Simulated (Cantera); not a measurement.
A perfectly stirred reactor is fed with H₂ : O₂ : N₂ : NO = 1 : 1.06 : 4 : 0.0061 (molar parts), at 9.87 atm; it is adiabatic with a 575 K inlet, and is followed from long to short residence time, starting on the burning branch (τ in s: 0.037, 0.017, 0.008, 0.0037, 0.0017, 0.00082, 0.00038, 0.00018, 8.3e-05).

Model: GRI-Mech 3.0 (53 species, 325 reactions), integrated in Cantera. The hydrogen kinetics of GRI-Mech 3.0 are dated; newer H2 mechanisms differ, most at raised pressure. The mechanism lacks 2 NO + O2 → 2 NO2 and HONO, so NO2 and the effect of NO are under-described below about 1400 K.

Question: What does this change do: N2 4 to 6.2 parts?

Answer: 
| quantity | before | after |
|---|---|---|
| blow-out, bracketed by the residence times tried | burning at 83.0 µs, the shortest tried | burning at 0.180 ms, out at 83.0 µs |
| x(H₂) at τ = 37.0 ms | 4.10e-5 | 0.000106 |
| x(O₂) at τ = 37.0 ms | 0.100 | 0.0721 |
| x(NO) at τ = 37.0 ms | 0.00110 | 0.000739 |
| x(O) at τ = 37.0 ms | 2.14e-5 | 4.32e-6 |
| x(OH) at τ = 37.0 ms | 0.000574 | 0.000113 |
| x(H₂) at τ = 1.70 ms | 0.000326 | 0.00106 |
| x(O₂) at τ = 1.70 ms | 0.100 | 0.0725 |
| x(NO) at τ = 1.70 ms | 0.00109 | 0.000726 |
| x(O) at τ = 1.70 ms | 1.00e-4 | 3.52e-5 |
| x(OH) at τ = 1.70 ms | 0.00117 | 0.000232 |
